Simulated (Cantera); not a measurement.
A Cantera script and its output.

```python
import numpy as np
import cantera as ct

gas = ct.Solution("h2o2.yaml")
gas.TPX = 525, 500000, {'H2': 1, 'O2': 0.794, 'N2': 3.73}
flame = ct.FreeFlame(gas, width=0.013)
flame.set_refine_criteria(ratio=3, slope=0.08, curve=0.16)
flame.transport_model = "unity-Lewis-number"
flame.solve(loglevel=0, auto=True)
z, T = flame.grid, flame.T
thick = (T[-1] - T[0]) / np.gradient(T, z).max()
show = ['H2', 'O2', 'H2O2', 'H', 'O', 'HO2']
print(f"laminar burning velocity  {flame.velocity[0] * 100:.3f} cm/s")
print(f"burnt temperature         {T[-1]:.1f} K")
print(f"thermal thickness         {thick * 1e3:.4f} mm")
print(f"grid points               {len(z)}")
z0 = z[flame.heat_release_rate.argmax()]
print(f"{'z/mm':>9s}{'T/K':>9s}{'u/(m/s)':>9s}" + "".join(f"{s:>11s}" for s in show))
rows = []
for k in (-3, -2, -1.5, -1, -0.5, -0.25, 0, 0.25, 0.5, 1, 2, 4, 8):
    zz = z0 + k * thick
    rows.append([k * thick, np.interp(zz, z, T), np.interp(zz, z, flame.velocity),
                 *(np.interp(zz, z, flame.X[gas.species_index(s)]) for s in show)])
    print(f"{rows[-1][0] * 1e3:9.3f}{rows[-1][1]:9.1f}{rows[-1][2]:9.3f}" + "".join(f"{x:11.3e}" for x in rows[-1][3:]))
```

Result:

```
laminar burning velocity  174.058 cm/s
burnt temperature         1887.3 K
thermal thickness         0.0526 mm
grid points               107
     z/mm      T/K  u/(m/s)         H2         O2       H2O2          H          O        HO2
   -0.158    525.5    1.742  1.810e-01  1.437e-01  2.086e-07  1.476e-12  3.287e-10  8.312e-07
   -0.105    528.1    1.751  1.807e-01  1.436e-01  1.188e-06  2.160e-11  4.162e-09  4.781e-06
   -0.079    535.5    1.774  1.798e-01  1.432e-01  3.848e-06  2.623e-10  3.307e-08  1.622e-05
   -0.053    571.9    1.890  1.757e-01  1.412e-01  1.553e-05  1.161e-08  4.684e-07  7.592e-05
   -0.026    800.3    2.607  1.489e-01  1.282e-01  5.542e-05  5.117e-05  3.745e-05  4.609e-04
   -0.013   1097.1    3.504  1.091e-01  1.094e-01  5.128e-05  1.559e-03  4.835e-04  4.701e-04
    0.000   1412.6    4.414  5.604e-02  8.397e-02  1.466e-05  6.809e-03  2.513e-03  2.679e-04
    0.013   1610.5    4.960  2.280e-02  6.685e-02  5.497e-06  7.808e-03  4.382e-03  1.627e-04
    0.026   1712.9    5.234  1.088e-02  6.054e-02  3.529e-06  5.201e-03  4.251e-03  1.115e-04
    0.053   1800.6    5.465  4.571e-03  5.804e-02  2.053e-06  1.924e-03  2.529e-03  6.270e-05
    0.105   1852.1    5.600  1.689e-03  5.776e-02  1.115e-06  4.346e-04  9.705e-04  2.681e-05
    0.210   1874.6    5.659  5.266e-04  5.796e-02  5.621e-07  7.613e-05  3.081e-04  9.313e-06
    0.421   1882.9    5.680  1.746e-04  5.815e-02  2.899e-07  1.533e-05  1.071e-04  3.541e-06
```

Detailed kinetics in Cantera: the H2/O2 subset of GRI-Mech 3.0, which has no nitrogen chemistry. The hydrogen kinetics of GRI-Mech 3.0 are dated; newer H2 mechanisms differ, most at raised pressure. Unity Lewis numbers drop preferential diffusion, which matters most where H2 and H carry the flame. Burning velocities carry a grid error of a few per cent, more on coarse grids. Lean hydrogen flames are cellular in practice and burn faster than this planar one.
